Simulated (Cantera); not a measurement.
A perfectly stirred reactor is fed with H2 : O2 : N2 = 0.97 : 1 : 0.91 (molar parts), at 0.450 bar; it is held at 1250 K, and followed from long to short residence time.

Cantera simulation using the H2/O2 subset of GRI-Mech 3.0, which has no nitrogen chemistry; the numbers are that mechanism's predictions, not measurements. The temperature is held fixed by assumption; the heat of reaction is taken as removed at once.

Problem. What does this change do: temperature 1250 to 1300 K?

Solution. 
| quantity | before | after |
|---|---|---|
| x(H2) at τ = 0.390 s | 0.000323 | 0.000246 |
| x(O2) at τ = 0.390 s | 0.215 | 0.215 |
| x(H) at τ = 0.390 s | 5.59e-6 | 6.11e-6 |
| x(O) at τ = 0.390 s | 4.03e-5 | 4.93e-5 |
| x(OH) at τ = 0.390 s | 0.000353 | 0.000474 |
| x(H2) at τ = 12.0 ms | 0.00309 | 0.00240 |
| x(O2) at τ = 12.0 ms | 0.216 | 0.215 |
| x(H) at τ = 12.0 ms | 0.000182 | 0.000202 |
| x(O) at τ = 12.0 ms | 0.000473 | 0.000561 |
| x(OH) at τ = 12.0 ms | 0.00115 | 0.00152 |

Problem. What does this change do: pressure from 0.450 bar to 1.00 bar?

Solution. 
```tsv
quantity	before	after
x(H2) at τ = 0.390 s	0.000323	0.000430
x(O2) at τ = 0.390 s	0.215	0.215
x(H) at τ = 0.390 s	5.59e-6	1.22e-6
x(O) at τ = 0.390 s	4.03e-5	7.64e-6
x(OH) at τ = 0.390 s	0.000353	0.000108
x(H2) at τ = 12.0 ms	0.00309	0.00393
x(O2) at τ = 12.0 ms	0.216	0.216
x(H) at τ = 12.0 ms	0.000182	3.80e-5
x(O) at τ = 12.0 ms	0.000473	0.000119
x(OH) at τ = 12.0 ms	0.00115	0.000363
```
